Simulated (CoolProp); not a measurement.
Vapour-liquid equilibrium of n-perfluoropentane (1) + n-pentane (2) at 373.4 K; x and y are mole fractions of (1).

Values from CoolProp's multi-fluid Helmholtz-energy mixture model, Gao 2022 and Thol 2019; pair parameters Bell 2016.

Question: Give the bubble pressure and the first vapour's composition at x = 0.2, 0.275, 0.65. Is there an azeotrope?

Answer: x = 0.2: 0.9014 MPa, y = 0.386; x = 0.275: 0.9392 MPa, y = 0.430; x = 0.65: 0.9777 MPa, y = 0.604. y crosses x between x = 0.5 and 0.575: the model has an azeotrope there.

The pair parameters rest on a limited set of measurements; away from them the model extrapolates.
